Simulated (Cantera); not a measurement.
A perfectly stirred reactor is fed with N₂O : H₂ : N₂ = 0.71 : 0.025 : 8.5 (molar parts), at 13300 Pa; it is held at 1500 K, and followed from long to short residence time.

Detailed kinetics in Cantera: GRI-Mech 3.0 (53 species, 325 reactions). GRI-Mech 3.0 was tuned for natural gas; its chemistry of N2O as a main component is partial and can be far from experiment.

Q: Predict: x(N₂O) at τ = 2.90 s; x(H₂) at τ = 2.90 s; x(HO₂) at τ = 2.90 s; x(NO) at τ = 2.90 s; x(H₂O) at τ = 2.90 s; x(N₂O) at τ = 97.0 ms; x(H₂) at τ = 97.0 ms; x(HO₂) at τ = 97.0 ms; x(NO) at τ = 97.0 ms; x(H₂O) at τ = 97.0 ms.

A: 
- x(N₂O) at τ = 2.90 s: 0.00353
- x(H₂) at τ = 2.90 s: 4.10e-6
- x(HO₂) at τ = 2.90 s: 3.16e-8
- x(NO) at τ = 2.90 s: 0.0107
- x(H₂O) at τ = 2.90 s: 0.00258
- x(N₂O) at τ = 97.0 ms: 0.0421
- x(H₂) at τ = 97.0 ms: 6.04e-5
- x(HO₂) at τ = 97.0 ms: 3.59e-7
- x(NO) at τ = 97.0 ms: 0.00591
- x(H₂O) at τ = 97.0 ms: 0.00256
